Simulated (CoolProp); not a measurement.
Diethyl ether along the isobar 53.9 bar: density (kg/m³) from the reference equation and from simpler models built on Tc = 467.9 K, pc = 37.17 bar, ω = 0.282; each cubic takes its own stable root.

Values from CoolProp's reference Helmholtz-energy equation of state, Thol 2014.

```
T (K)          phase  reference  Redlich-Kwong  Soave-Redlich-Kwong
-----  -------------  ---------  -------------  -------------------
372.8         liquid      624.4              ?                568.9
388.8         liquid      601.7              ?                544.9
404.7         liquid      577.3          498.3                518.4
420.6         liquid      550.4          470.9                    ?
436.5         liquid      519.9          440.2                454.2
452.5         liquid      483.3          404.6                413.2
468.4  supercritical          ?          362.3                    ?
484.3  supercritical      358.3          307.9                291.4
500.2  supercritical      234.7              ?                207.8
516.2  supercritical      175.0          182.3                162.5
532.1  supercritical      147.8          153.6                139.5
548    supercritical      131.1          136.1                124.8
```

**Question.** Complete the blanks.

**Answer.** 
- 372.8, Redlich-Kwong: 546.3
- 388.8, Redlich-Kwong: 523.2
- 420.6, Soave-Redlich-Kwong: 488.6
- 468.4, reference: 435.6
- 468.4, Soave-Redlich-Kwong: 361.9
- 500.2, Redlich-Kwong: 237.4
